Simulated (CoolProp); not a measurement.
Aqueous potassium formate as a coolant, at 19 °C, 1 atm.

Values from CoolProp's Melinder's fits for secondary coolants.

```
mass %  freezing point (°C)  cp (kJ/(kg K))  conductivity (W/(m K))  density (kg/m³)  viscosity (mPa s)
------  -------------------  --------------  ----------------------  ---------------  -----------------
1.7                    -0.7           4.119                   0.593             1010               1.07
6.7                    -3.1           3.930                   0.583             1040               1.16
11.7                   -5.9           3.747                   0.573             1070               1.23
16.8                   -9.2           3.567                   0.564             1102               1.32
21.8                  -13.1           3.397                   0.555             1134               1.44
26.8                  -17.7           3.237                   0.546             1168               1.59
31.9                  -23.4           3.087                   0.536             1203               1.75
36.9                  -30.1           2.953                   0.524             1239               1.92
41.9                  -38.2           2.831                   0.511             1277               2.14
46.9                  -47.7           2.716                   0.497             1317               2.57
```
